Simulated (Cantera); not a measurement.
Hydrocarbon pyrolysis for carbon deposition

An isothermal, constant-pressure homogeneous reactor starts with 2.13 % CH4, 97.9 % N2, at 1775 K and 100.0 Torr.

Model: GRI-Mech 3.0 (53 species, 325 reactions), integrated in Cantera. GRI-Mech 3.0 stops at C3 and has no aromatics, soot or wall deposition, so with more carbon than oxygen in the feed, carbon stays in small species such as C2H2 where larger ones or solid carbon would form.

| t (s) | x CH4 | x C2H6 | x C2H4 | x HCN | x CH2 | x H2 | x C2H |
|---|---|---|---|---|---|---|---|
| 2.00e-5 | 0.0213 | 1.00e-11 | 1.68e-11 | <1e-12 | 3.66e-11 | 1.02e-6 | <1e-12 |
| 9.25e-5 | 0.0213 | 1.35e-9 | 3.81e-9 | <1e-12 | 1.01e-9 | 7.19e-6 | <1e-12 |
| 0.000428 | 0.0212 | 9.42e-8 | 4.68e-7 | 8.97e-12 | 1.57e-8 | 3.70e-5 | <1e-12 |
| 0.00198 | 0.0208 | 3.00e-6 | 4.41e-5 | 6.96e-10 | 2.33e-7 | 0.000266 | 1.96e-10 |
| 0.00917 | 0.0154 | 1.94e-5 | 0.00116 | 2.29e-7 | 1.53e-6 | 0.00667 | 4.46e-8 |
| 0.0424 | 0.00427 | 2.01e-6 | 9.91e-5 | 4.00e-6 | 8.06e-7 | 0.0246 | 2.10e-7 |
| 0.196 | 0.000643 | 6.95e-8 | 3.88e-6 | 1.37e-5 | 2.23e-7 | 0.0302 | 3.20e-7 |
| 0.908 | 9.56e-5 | 1.82e-9 | 1.25e-6 | 2.58e-5 | 4.14e-8 | 0.0310 | 3.61e-7 |
| 4.20 | 1.59e-5 | 5.39e-11 | 1.20e-6 | 3.72e-5 | 7.20e-9 | 0.0311 | 3.68e-7 |
| 19.5 | 3.42e-6 | 4.16e-12 | 1.19e-6 | 4.65e-5 | 1.55e-9 | 0.0312 | 3.69e-7 |
| 90.0 | 3.07e-6 | 3.69e-12 | 1.19e-6 | 6.51e-5 | 1.40e-9 | 0.0312 | 3.69e-7 |
x: mole fraction; the columns are a selection and need not sum to one.

Equilibrium at this temperature and pressure: CH4 1.63e-6, C2H6 <1e-12, C2H4 1.17e-7, HCN 0.0188, CH2 7.41e-10, H2 0.0312, C2H 3.60e-8 (gas phase only).
